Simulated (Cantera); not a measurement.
Charge: 1 mol B2O3, 0.29 mol H2O, 4.9 mol H2, equilibrated at 850 K and 10.0 mbar.

Cantera equilibrium calculation (NASA polynomials, part measured and part estimated; ideal gas, pure solids and liquids). Candidate condensed phases: B, B2O3, B3O3H3, H2O; 23 gas species. Gases not in the tables: H3BO3. Rates play no part.

Base state: H2 0.944, H2O 0.0557, (HBO2)3 8.70e-5 (mole fractions); condensed: B2O3(l).

What changes in the equilibrium state with this change: B2O3 replaced by BF3?


```json
[
 {"species": "H2", "before": "0.944", "after": "0.785"},
 {"species": "BF3", "before": "0", "after": "0.136"},
 {"species": "HF", "before": "0", "after": "0.0476"},
 {"species": "H2O", "before": "0.0557", "after": "0.0227"},
 {"species": "B3O3F3", "before": "0", "after": "0.00791"},
 {"species": "(HBO2)3", "before": "8.70e-5", "after": "1.41e-5"},
 {"species": "B2O3(l), mol", "before": "0.999", "after": "0"}
]
```

What changes in the equilibrium state with this change: temperature from 850 K to 1773.15 K?


```json
[
 {"species": "H2", "before": "0.944", "after": "0.763"},
 {"species": "HBO2", "before": "1.49e-6", "after": "0.106"},
 {"species": "B2O3", "before": "<1e-9", "after": "0.0940"},
 {"species": "HBO", "before": "<1e-9", "after": "0.0222"},
 {"species": "H2O", "before": "0.0557", "after": "0.00829"},
 {"species": "B2O2", "before": "<1e-9", "after": "0.00259"},
 {"species": "H", "before": "<1e-9", "after": "0.00249"},
 {"species": "BO", "before": "<1e-9", "after": "0.00133"},
 {"species": "BO2", "before": "<1e-9", "after": "2.60e-5"},
 {"species": "B2O3(l), mol", "before": "0.999", "after": "0"}
]
```
